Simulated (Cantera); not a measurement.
A closed system holds: 1 mol CF4, 0.19 mol H2, equilibrated at 625 K and 23.0 mbar.

Cantera equilibrium calculation (NASA polynomials, part measured and part estimated; ideal gas, pure solids and liquids). Candidate condensed phases: C, C6H6, C7H8, C8H18; 95 gas species. Condensed phases not in the tables: fluorocarbon polymer. Gases not in the tables: C2F6 and larger saturated fluorocarbons. Kinetics and transport are ignored.

Q: What is the equilibrium state?

A: 
```json
{
 "x(CF4)": "0.704",
 "x(HF)": "0.296",
 "n(C(graphite))": "0.0950 mol",
 "gas_amount": "1.285 mol"
}
```
